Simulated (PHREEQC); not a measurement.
Consider water at 25 °C with 0.2 mol CdSO4, 0.012 mol Na2SO4 and 0.12 mol HCl per kg of water. Closed to the air; pH follows from the charge balance.

All values are PHREEQC results (ion-association model, wateq4f.dat), not measurements.

Precipitation was switched off in this run.

### Question
Order these Cd species by the share of Cd that they hold, largest first: CdSO4, CdCl2, Cd+2, Cd(SO4)2-2, CdCl+.

### Answer
CdCl+ (32 %), Cd+2 (29 %), CdSO4 (24 %), Cd(SO4)2-2 (12 %), CdCl2 (2.6 %)

The pH is 1.38 and the ionic strength 0.388 mol/kgw.
